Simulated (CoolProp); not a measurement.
Vapour-liquid equilibrium of dimethyl ether (1) + n-butane (2) at 316.1 K; x and y are mole fractions of (1).

The numbers come from the multi-fluid Helmholtz-energy mixture model, Wu 2011 and Bücker 2006; pair parameters Bell 2016 in CoolProp.

```
x     bubble pressure, mixture model (bar)  bubble pressure, Raoult's law (bar)  y, mixture model  y, Raoult's law
----  ------------------------------------  -----------------------------------  ----------------  ---------------
0.05                                 4.568                                4.381        (withheld)            0.110
0.2                                  5.784                                5.205        (withheld)            0.369
0.35                            (withheld)                                6.029             0.557            0.557
0.5                                  7.613                                6.852        (withheld)            0.700
0.65                            (withheld)                                7.676        (withheld)            0.813
0.8                             (withheld)                                8.500             0.864            0.903
0.95                            (withheld)                                9.324             0.963            0.978
```

Fill in the missing entries.


- 0.05, y, mixture model: 0.134
- 0.2, y, mixture model: 0.396
- 0.35, bubble pressure, mixture model (bar): 6.782
- 0.5, y, mixture model: 0.674
- 0.65, bubble pressure, mixture model (bar): 8.318
- 0.65, y, mixture model: 0.772
- 0.8, bubble pressure, mixture model (bar): 8.927
- 0.95, bubble pressure, mixture model (bar): 9.447

The largest gap from Raoult's law is +12.5 % in bubble pressure, at x = 0.35. No azeotrope shows between x = 0.05 and 0.95.

The pair parameters rest on a limited set of measurements; away from them the model extrapolates.
